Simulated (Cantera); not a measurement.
A Cantera script and what it prints.

```python
import numpy as np
import cantera as ct

gas_names = [...]  # 92 gases of nasa_gas.yaml made of C, H, N
cond_names = """
    C(gr) C6H6(L) C7H8(L) C8H18(L),n-octa
""".split()


# ... load() reads the species with a 1 bar reference pressure and builds the phases ...
atoms = {
    'C': {'C': 1},
    'H2': {'H': 2},
    'N2': {'N': 2},
}
top_T = {'C(gr)': 4500}  # K; cautious upper limits of use, not melting points


# ... equilibrate(T, P, feed) seeds the gas with the atoms and calls Mixture.equilibrate('TP', solver="vcs", rtol=1e-11, max_steps=5000) ...
results = []
T = 823  # K
P = 170000  # Pa
for m in [6.2, 7.9, 10, 13, 16, 20, 26, 33, 42, 53, 68, 86]:
    feed = {'C': 1, 'H2': m, 'N2': 27}  # mol
    mix = equilibrate(T, P, feed)
    results.append((T, P, feed, dict(zip(mix.species_names, mix.species_moles))))

top = {s: max(r[3][s] / sum(r[3][g] for g in gas_names) for r in results) for s in gas_names}
cols = sorted((s for s in top if top[s] > 0.0001), key=lambda s: -top[s])[:8]
seen = [c for c in cond_names if any(r[3].get(c, 0) > 1e-12 for r in results)]
print("log10 of partial pressures in bar; condensed amounts in mol")
print(f"{'n(H2)':>10s}" + "".join(f"{s[:9]:>10s}" for s in cols + seen))
for T, P, feed, n in results:
    ng = sum(n[g] for g in gas_names)
    print(f"{feed['H2']:10.4g}" + "".join(f"{np.log10(max(n[s] / ng * P / 1e5, 1e-99)):10.3f}" for s in cols)
          + "".join(f"{n.get(c, 0):10.4g}" for c in seen))
```

Result:

```
log10 of partial pressures in bar; condensed amounts in mol
     n(H2)        N2        H2       CH4       NH3     C(gr)
       6.2     0.153    -0.641    -1.312    -3.507   0.07428
       7.9     0.132    -0.530    -1.300    -3.351         0
        10     0.106    -0.424    -1.326    -3.205         0
        13     0.071    -0.320    -1.360    -3.067         0
        16     0.039    -0.248    -1.393    -2.975         0
        20    -0.001    -0.178    -1.432    -2.890         0
        26    -0.054    -0.106    -1.485    -2.809         0
        33    -0.109    -0.050    -1.540    -2.752         0
        42    -0.171    -0.001    -1.602    -2.709         0
        53    -0.236     0.040    -1.667    -2.681         0
        68    -0.312     0.076    -1.742    -2.664         0
        86    -0.388     0.105    -1.818    -2.659         0
```

Method: chemical equilibrium by Gibbs-energy minimisation in Cantera with the NASA 1993 tables (ideal gas, pure condensed phases).
